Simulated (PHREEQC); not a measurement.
# Spent oxide etchant: an equilibrium model

Dissolve 86 mmol/kgw NH4HF2, 0.2 mmol/kgw (NH4)2SiF6, 2.4 mmol/kgw HBF4 and 5.8 mmol/kgw HCl at 51 °C. Closed to the air; pH follows from the charge balance.

All values are PHREEQC results (ion-association model, phreeqc.dat), not measurements.

This is a speciation only: nothing precipitates in the calculation.

Q: What pH does the model give?

A: pH 3.17.

Q: In which forms is F present?

A: HF 41 %, F- 33 %, HF2- 21 %, BF4- 5.2 %, SiF6-2 0.7 % of the F.

Complexes and solids missing from the database can't appear. Constants without temperature data keep their 25 °C values here. SiF6-2 is the database's only silicon fluoride. Real BF4- forms and hydrolyses slowly; the run takes it at equilibrium.
